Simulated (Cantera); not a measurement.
Reactions in the system H-O-V

Cantera with NASA thermochemical tables; ideal gases at 1 bar, condensed phases pure. Values are per mole of reaction as written; species without (g) are pure solids or liquids, kept so even where they would boil at 1 bar.

5 H2O(g) + V2O5 → 2 V + 10 OH(g)

| T (K) | ΔH° (kJ) | ΔS° (J/K) | ΔG° (kJ) | log10 K | condensed phases |
|---|---|---|---|---|---|
| 300 | 3153.3 | 820.8 | 2907.0 | -506.15 | V2O5(s), V(s) |
| 1748 | 3067.7 | 745.5 | 1764.5 | -52.73 | V2O5(l), V(s) |
| 1848 | 3065.2 | 744.2 | 1690.0 | -47.77 | V2O5(l), V(s) |
| 1948 | 3063.0 | 743.0 | 1615.7 | -43.32 | V2O5(l), V(s) |
| 2048 | 3061.0 | 742.0 | 1541.4 | -39.31 | V2O5(l), V(s) |
| 2148 | 3059.2 | 741.1 | 1467.3 | -35.68 | V2O5(l), V(s) |
| 2248 | 3103.6 | 761.4 | 1392.0 | -32.34 | V2O5(l), V(l) |
